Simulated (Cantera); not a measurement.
# Moist CO burnout

A perfectly stirred reactor is fed with CO : O2 : H2O : N2 = 0.0084 : 0.053 : 0.0016 : 1 (molar parts), at 3.16 atm; it is held at 1473 K, and followed from long to short residence time.

Cantera simulation using GRI-Mech 3.0 (53 species, 325 reactions); the numbers are that mechanism's predictions, not measurements.

```csv
τ (s),x CO,x O2,x H2O,x NO,x H,x H2O2,x N2O
5.1,1.60e-5,0.0461,0.00151,4.30e-6,1.23e-8,7.41e-10,5.01e-7
1.5,3.85e-5,0.0461,0.00150,4.74e-6,3.60e-8,1.44e-9,9.60e-7
0.42,9.49e-5,0.0461,0.00150,5.26e-6,1.13e-7,2.89e-9,1.79e-6
0.12,0.000228,0.0462,0.00149,5.30e-6,3.57e-7,5.73e-9,2.87e-6
0.035,0.000527,0.0463,0.00149,4.41e-6,1.10e-6,1.11e-8,3.71e-6
0.010,0.00119,0.0466,0.00147,2.86e-6,3.26e-6,2.06e-8,3.81e-6
0.0029,0.00245,0.0471,0.00146,1.45e-6,8.42e-6,3.40e-8,3.18e-6
0.00083,0.00444,0.0480,0.00144,4.97e-7,1.63e-5,4.58e-8,2.09e-6
0.00024,0.00656,0.0490,0.00145,7.03e-8,1.60e-5,4.02e-8,8.24e-7
```
x: mole fraction; the columns are a selection and need not sum to one.
